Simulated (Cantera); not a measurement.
Mixture: CH₄ : H₂ : O₂ : N₂ = 1 : 0.4 : 1.83 : 6.89 (molar parts), at 101000 Pa, adiabatic and at constant pressure. Ignition delay is the time to a rise of 400 K.

Cantera simulation using GRI-Mech 3.0 (53 species, 325 reactions); the numbers are that mechanism's predictions, not measurements. Below about 1000 K GRI-Mech 3.0 lacks low-temperature oxidation paths. Below about 950 K walls govern HO2 and H2O2 in real vessels.

### Question
What does this change do: pressure from 101000 Pa to 160000 Pa?

### Answer
```tsv
quantity	before	after
delay at 925 K	0.112 s	0.125 s
delay at 1125 K	7.48 ms	4.91 ms
delay at 1325 K	1.21 ms	0.853 ms
delay at 1525 K	0.271 ms	0.190 ms
delay at 1725 K	86.8 µs	58.3 µs
apparent activation energy between 1525 and 1725 K	120 kJ/mol	130 kJ/mol
```
